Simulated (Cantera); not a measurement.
# Adiabatic ignition

An adiabatic, constant-volume homogeneous reactor starts with 12.6 % CO, 6.04 % H₂, 3.52 % CH₄, 16.4 % O₂, 61.5 % N₂, at 1425 K and 0.230 bar.

Computed with Cantera and GRI-Mech 3.0 (53 species, 325 reactions).

```json
[
 {"t (s)": "2.00e-6", "T (K)": "1425", "P (bar)": "0.230", "x CO": "0.126", "x H₂": "0.0604", "x CH₄": "0.0352", "x NO₂": "<1e-12", "x OH": "3.10e-9"},
 {"t (s)": "4.69e-6", "T (K)": "1425", "P (bar)": "0.230", "x CO": "0.126", "x H₂": "0.0604", "x CH₄": "0.0352", "x NO₂": "<1e-12", "x OH": "1.03e-8"},
 {"t (s)": "1.10e-5", "T (K)": "1425", "P (bar)": "0.230", "x CO": "0.126", "x H₂": "0.0604", "x CH₄": "0.0352", "x NO₂": "<1e-12", "x OH": "2.87e-8"},
 {"t (s)": "2.57e-5", "T (K)": "1425", "P (bar)": "0.230", "x CO": "0.126", "x H₂": "0.0604", "x CH₄": "0.0352", "x NO₂": "<1e-12", "x OH": "8.50e-8"},
 {"t (s)": "6.02e-5", "T (K)": "1425", "P (bar)": "0.230", "x CO": "0.126", "x H₂": "0.0604", "x CH₄": "0.0352", "x NO₂": "<1e-12", "x OH": "4.20e-7"},
 {"t (s)": "0.000141", "T (K)": "1425", "P (bar)": "0.230", "x CO": "0.126", "x H₂": "0.0603", "x CH₄": "0.0351", "x NO₂": "<1e-12", "x OH": "1.06e-5"},
 {"t (s)": "0.000331", "T (K)": "2149", "P (bar)": "0.353", "x CO": "0.0950", "x H₂": "0.0201", "x CH₄": "<1e-12", "x NO₂": "6.27e-10", "x OH": "0.0203"},
 {"t (s)": "0.000775", "T (K)": "2503", "P (bar)": "0.401", "x CO": "0.0893", "x H₂": "0.0178", "x CH₄": "<1e-12", "x NO₂": "3.78e-8", "x OH": "0.0242"},
 {"t (s)": "0.00181", "T (K)": "2741", "P (bar)": "0.432", "x CO": "0.0832", "x H₂": "0.0149", "x CH₄": "<1e-12", "x NO₂": "6.21e-7", "x OH": "0.0242"},
 {"t (s)": "0.00425", "T (K)": "2751", "P (bar)": "0.433", "x CO": "0.0827", "x H₂": "0.0149", "x CH₄": "<1e-12", "x NO₂": "1.72e-6", "x OH": "0.0235"},
 {"t (s)": "0.00996", "T (K)": "2748", "P (bar)": "0.433", "x CO": "0.0828", "x H₂": "0.0149", "x CH₄": "<1e-12", "x NO₂": "2.24e-6", "x OH": "0.0231"},
 {"t (s)": "0.0233", "T (K)": "2748", "P (bar)": "0.433", "x CO": "0.0828", "x H₂": "0.0149", "x CH₄": "<1e-12", "x NO₂": "2.28e-6", "x OH": "0.0231"},
 {"t (s)": "0.0547", "T (K)": "2748", "P (bar)": "0.433", "x CO": "0.0828", "x H₂": "0.0149", "x CH₄": "<1e-12", "x NO₂": "2.28e-6", "x OH": "0.0231"},
 {"t (s)": "0.128", "T (K)": "2748", "P (bar)": "0.433", "x CO": "0.0828", "x H₂": "0.0149", "x CH₄": "<1e-12", "x NO₂": "2.28e-6", "x OH": "0.0231"},
 {"t (s)": "0.300", "T (K)": "2748", "P (bar)": "0.433", "x CO": "0.0828", "x H₂": "0.0149", "x CH₄": "<1e-12", "x NO₂": "2.28e-6", "x OH": "0.0231"}
]
```
x: mole fraction; the columns are a selection and need not sum to one.

```yaml
time_of_steepest_temperature_rise: 0.284 ms
temperature at 0.300 s: 2748 K
equilibrium_temperature: 2748 K
x(CO) at 0.300 s: 0.0828 (gas-phase equilibrium 0.0828)
x(H₂) at 0.300 s: 0.0149 (gas-phase equilibrium 0.0149)
x(CH₄) at 0.300 s: <1e-12 (gas-phase equilibrium <1e-12)
```
